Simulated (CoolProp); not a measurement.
The fluid at 454.08 K and 14.3 MPa expands adiabatically to 3.09 MPa with isentropic efficiency 0.8. The same conditions are run with several fluids, on thermodynamics alone (safety and materials aside).

The numbers come from the reference Helmholtz-energy equation of state of each fluid (R152A: Outcalt 1996; sulfur dioxide: Gao 2016; methane: Setzmann 1991; propane: Lemmon 2009; hydrogen chloride: Thol 2018) in CoolProp.

```json
[
 {"fluid": "R152A", "work (kJ/kg)": "(withheld)", "final temperature (K)": "(withheld)", "final phase": "two-phase, vapour fraction 0.958", "final density (kg/m³)": "123"},
 {"fluid": "sulfur dioxide", "work (kJ/kg)": "18.5", "final temperature (K)": "378.4", "final phase": "two-phase, vapour fraction 0.469", "final density (kg/m³)": "(withheld)"},
 {"fluid": "methane", "work (kJ/kg)": "(withheld)", "final temperature (K)": "(withheld)", "final phase": "gas", "final density (kg/m³)": "17.7"},
 {"fluid": "propane", "work (kJ/kg)": "(withheld)", "final temperature (K)": "(withheld)", "final phase": "gas", "final density (kg/m³)": "(withheld)"},
 {"fluid": "hydrogen chloride", "work (kJ/kg)": "79.9", "final temperature (K)": "308.1", "final phase": "gas", "final density (kg/m³)": "54.1"}
]
```

Problem. What belongs in the gaps?

Solution. 
- R152A, work (kJ/kg): 28.6
- R152A, final temperature (K): 366.7
- sulfur dioxide, final density (kg/m³): 170
- methane, work (kJ/kg): 239
- methane, final temperature (K): 347.1
- propane, work (kJ/kg): 53.7
- propane, final temperature (K): 371.1
- propane, final density (kg/m³): 64.3
